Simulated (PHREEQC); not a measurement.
1 kg of water holding 0.075 mol/kgw NaCl, 0.26 mol/kgw CaCl2, 0.0058 mol/kgw MgCl2, 0.029 mol/kgw KCl and 0.012 mol/kgw SrCl2 is evaporated at 25 °C; the solids stay in contact with the brine. The system is closed to CO2. Only these solids could form: Bischofite, Brucite, Carnallite, Halite, Portlandite, Sylvite, MgCl2_4H2O.

All values are PHREEQC results (Pitzer model, pitzer.dat), not measurements.

**Question.** Predict ionic strength, water activity at water left (kg) = 1, 0.375, 0.09502, 0.06418.

**Answer.** 
| water left (kg) | ionic strength | water activity |
|---|---|---|
| 1 | 0.937 | 0.983 |
| 0.375 | 2.50 | 0.951 |
| 0.09502 | 9.87 | 0.705 |
| 0.06418 | 14.1 | 0.538 |
